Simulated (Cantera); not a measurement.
## Thermodynamics of thermal oxidation and active oxidation of silicon, feed Si + CO2 + H2

Charge: 1 mol Si, a varied amount of CO2, 36 mol H2, equilibrated at 1950 K and 3.60 Pa.

Method: chemical equilibrium by Gibbs-energy minimisation in Cantera with the NASA 1993 tables (ideal gas, pure condensed phases). Candidate condensed phases: C, C6H6, C7H8, C8H18, H2O, Si, SiC, SiO2; 123 gas species. Rates play no part.

| n(CO2) (mol) | x H2 | x H | x CO | x SiO | x Si |
|---|---|---|---|---|---|
| 0.18 | 0.800 | 0.171 | 0.00443 | 0.00443 | 0.0201 |
| 0.23 | 0.799 | 0.171 | 0.00565 | 0.00565 | 0.0188 |
| 0.29 | 0.798 | 0.171 | 0.00711 | 0.00711 | 0.0173 |
| 0.37 | 0.796 | 0.170 | 0.00906 | 0.00906 | 0.0153 |
| 0.48 | 0.794 | 0.170 | 0.0117 | 0.0117 | 0.0126 |
| 0.62 | 0.791 | 0.170 | 0.0151 | 0.0151 | 0.00920 |
| 0.79 | 0.787 | 0.170 | 0.0191 | 0.0191 | 0.00506 |
| 1 | 0.783 | 0.169 | 0.0241 | 0.0241 | 1.91e-5 |
| 1.3 | 0.770 | 0.168 | 0.0310 | 0.0239 | 4.98e-8 |
x: gas mole fraction; nothing condenses.

From 0.18 mol CO2 to 1.3 mol CO2 nothing is condensed. The main Si-bearing gas is Si at 0.18 mol CO2 and SiO at 1.3 mol CO2.
